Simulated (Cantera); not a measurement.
Charge: 1 mol Si, 3.4 mol NF3, equilibrated at 1098.15 K and 1.00 bar.

These are equilibrium values from Cantera (NASA tables, ideal gas, pure condensed phases), not measurements of a reactor. Candidate condensed phases: Si, Si3N4; 16 gas species. Rates play no part.

Base state: F2 0.405, N2 0.268, SiF4 0.162, F 0.152, NF3 0.0136, NF2 1.24e-5 (mole fractions); condensed: gas only.

What changes in the equilibrium state with this change: pressure from 1.00 bar to 10.0 mbar?


```csv
species,before,after
F,0.152,0.611
N2,0.268,0.204
SiF4,0.162,0.120
F2,0.405,0.0657
NF3,0.0136,7.78e-6
NF2,1.24e-5,1.76e-7
```
